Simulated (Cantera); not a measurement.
A closed system holds: 1 mol SiH2Cl2, 0.0071 mol C2H4, 85 mol H2, at 1.00 bar.

These are equilibrium values from Cantera (NASA tables, ideal gas, pure condensed phases), not measurements of a reactor. Candidate condensed phases: C, C6H6, C7H8, C8H18, Si, SiC; 109 gas species. Mutual solubility and eutectic melting of coexisting phases are not modelled. The tables' values for SiCl, SiCl3 are old estimates; treat these amounts as uncertain. Gases not in the tables: Si2H6 and higher silanes. The numbers say what is thermodynamically allowed, not how fast it happens.

x: gas mole fraction; n: condensed amount in mol.

```tsv
T (K)	x H2	x HCl	x H	x Si	x SiCl2	n Si(s)	n SiC(s)	n Si(l)
1200	0.983	0.0141	1.96e-7	___	0.000480	0.726	0.0120	0
1400	0.979	0.0195	4.81e-6	___	0.00115	0.851	0.0125	0
1600	0.978	0.0199	5.38e-5	___	0.00140	0.857	0.0128	0
1800	0.978	0.0203	0.000354	___	0.00130	0	0.0126	0.868
2000	0.976	0.0208	0.00161	___	0.00106	0	0.0117	0.877
2200	0.972	0.0210	0.00555	___	0.000873	0	0.00464	0.833
2400	0.959	0.0208	0.0156	___	0.000721	0	0	0.577
```

Task: What belongs in the gaps?

Result: 
- 1200, x Si: 1.39e-12
- 1400, x Si: 8.23e-10
- 1600, x Si: 9.75e-8
- 1800, x Si: 3.18e-6
- 2000, x Si: 4.35e-5
- 2200, x Si: 0.000369
- 2400, x Si: 0.00218
